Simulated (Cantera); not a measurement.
Cantera run, input and output.

```python
import numpy as np
import cantera as ct

gas = ct.Solution("gri30.yaml")
gas.TPX = 1475, 1500000, {'CH4': 1, 'O2': 1.18, 'N2': 4.42, 'H2O': 0.75}
reactor = ct.IdealGasReactor(gas, energy="on", clone=False)
net = ct.ReactorNet([reactor])
net.rtol, net.atol = 1e-08, 1e-16
show = ['CH4', 'O2', 'H2O', 'NO', 'H2', 'O', 'CO2']
times = np.geomspace(7e-06, 3, 15)

steps = ct.SolutionArray(gas, extra=["t"])
rows = []
print(f"{'t/s':>10s}{'T/K':>9s}{'P/Pa':>11s}" + "".join(f"{s:>11s}" for s in show))
for t in times:
    while net.time < t:
        t_next = net.step()
        steps.append(gas.state, t=t_next)
    rows.append([np.interp(t, steps.t, y) for y in (steps.T, steps.P, *steps(*show).X.T)])
    print(f"{t:10.3e}{rows[-1][0]:9.1f}{rows[-1][1]:11.4g}" + "".join(f"{x:11.3e}" for x in rows[-1][2:]))
rate = np.gradient(steps.T, steps.t)
print("integrator steps:", len(steps.t))
if steps.T.max() > steps.T[0] + 200:
    print(f"time of steepest temperature rise: {steps.t[rate.argmax()]:.4e} s")
gas.TPX = 1475, 1500000, {'CH4': 1, 'O2': 1.18, 'N2': 4.42, 'H2O': 0.75}
gas.equilibrate("UV")
print(f"equilibrium (UV): T = {gas.T:.1f} K  " + "  ".join(f"{s} {gas[s].X[0]:.3e}" for s in show))
```

Result:

```
       t/s      T/K       P/Pa        CH4         O2        H2O         NO         H2          O        CO2
 7.000e-06   1475.0    1.5e+06  1.360e-01  1.605e-01  1.021e-01  4.180e-15  2.459e-06  1.192e-08  2.198e-09
 1.768e-05   1475.1    1.5e+06  1.359e-01  1.605e-01  1.021e-01  3.226e-14  1.469e-05  3.254e-08  5.003e-08
 4.463e-05   1476.9  1.502e+06  1.355e-01  1.602e-01  1.024e-01  1.864e-13  8.148e-05  5.304e-08  4.618e-07
 1.127e-04   1487.7  1.513e+06  1.331e-01  1.588e-01  1.041e-01  1.345e-12  5.310e-04  1.190e-07  4.564e-06
 2.846e-04   2853.0  3.241e+06  4.718e-10  9.996e-05  2.246e-01  4.439e-04  1.057e-01  1.177e-04  2.810e-02
 7.187e-04   2851.0  3.239e+06  4.799e-10  9.799e-05  2.244e-01  7.062e-04  1.059e-01  1.157e-04  2.805e-02
 1.815e-03   2850.9  3.239e+06  4.799e-10  9.799e-05  2.244e-01  7.066e-04  1.059e-01  1.157e-04  2.805e-02
 4.583e-03   2850.9  3.239e+06  4.799e-10  9.799e-05  2.244e-01  7.066e-04  1.059e-01  1.157e-04  2.805e-02
 1.157e-02   2850.9  3.239e+06  4.799e-10  9.799e-05  2.244e-01  7.066e-04  1.059e-01  1.157e-04  2.805e-02
 2.922e-02   2850.9  3.239e+06  4.799e-10  9.799e-05  2.244e-01  7.066e-04  1.059e-01  1.157e-04  2.805e-02
 7.379e-02   2850.9  3.239e+06  4.799e-10  9.799e-05  2.244e-01  7.066e-04  1.059e-01  1.157e-04  2.805e-02
 1.863e-01   2850.9  3.239e+06  4.799e-10  9.799e-05  2.244e-01  7.066e-04  1.059e-01  1.157e-04  2.805e-02
 4.705e-01   2850.9  3.239e+06  4.799e-10  9.799e-05  2.244e-01  7.066e-04  1.059e-01  1.157e-04  2.805e-02
 1.188e+00   2850.9  3.239e+06  4.799e-10  9.799e-05  2.244e-01  7.066e-04  1.059e-01  1.157e-04  2.805e-02
 3.000e+00   2850.9  3.239e+06  4.799e-10  9.799e-05  2.244e-01  7.066e-04  1.059e-01  1.157e-04  2.805e-02
integrator steps: 2087
time of steepest temperature rise: 2.3327e-04 s
equilibrium (UV): T = 2850.9 K  CH4 5.404e-10  O2 9.799e-05  H2O 2.244e-01  NO 7.066e-04  H2 1.059e-01  O 1.157e-04  CO2 2.805e-02
```

Cantera simulation using GRI-Mech 3.0 (53 species, 325 reactions); the numbers are that mechanism's predictions, not measurements. The pressure lies above the range GRI-Mech 3.0 was tuned for (to about 10 atm).
